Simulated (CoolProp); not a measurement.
m-xylene along the isobar 2.56 MPa: density (kg/m³) from the reference equation and from simpler models built on Tc = 343.7 °C, pc = 3.535 MPa, ω = 0.326; each cubic takes its own stable root.

Model: reference Helmholtz-energy equation of state, Zhou 2012, in CoolProp.

```
T (°C)   phase  reference
------  ------  ---------
-1.05   liquid      883.6
14.75   liquid      870.4
30.55   liquid      857.0
46.35   liquid      843.5
62.15   liquid      829.7
78.05   liquid      815.7
93.85   liquid      801.5
109.65  liquid      787.1
125.45  liquid      772.3
141.25  liquid      757.1
157.05  liquid      741.5
172.85  liquid      725.3
188.65  liquid      708.4
204.45  liquid      690.6
220.35  liquid      671.8
```

Q: How far does each simpler model (van der Waals, Redlich-Kwong, Soave-Redlich-Kwong, Peng-Robinson) lie from the reference over these 15 states: mean and median of the absolute difference, and the worst?

A: 
- van der Waals: mean 42.7 %, median 42.6 %, worst -43.6 % at -1.05 °C and 2.56 MPa
- Redlich-Kwong: mean 16.7 %, median 16.3 %, worst -18.7 % at 220.35 °C and 2.56 MPa
- Soave-Redlich-Kwong: mean 13.4 %, median 13.3 %, worst -14.5 % at -1.05 °C and 2.56 MPa
- Peng-Robinson: mean 2.4 %, median 2.2 %, worst -4.1 % at -1.05 °C and 2.56 MPa
